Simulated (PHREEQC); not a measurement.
Consider water at 25 °C with 1.8 mmol/kgw HNO3, 190 mmol/kgw AlCl3 and 0.42 mmol/kgw CuCl2. It is in equilibrium with CO2 at log p = -3.5 (atm). Otherwise closed; pH follows from the charge balance.

Equilibrium calculation in PHREEQC: ion-association model, phreeqc.dat.

The ionic strength comes out as 1.14 mol/kgw. What activity coefficients do AlOH+2, Cu+2, CuCl+, NO3-, H+ get?

AlOH+2 0.18, Cu+2 0.20, CuCl+ 0.59, NO3- 0.54, H+ 0.74.

Precipitation was switched off in this run. The ionic strength is past about 0.7 mol/kgw, beyond the range of this activity model, so the values are rough. Complexes and solids missing from the database can't appear.
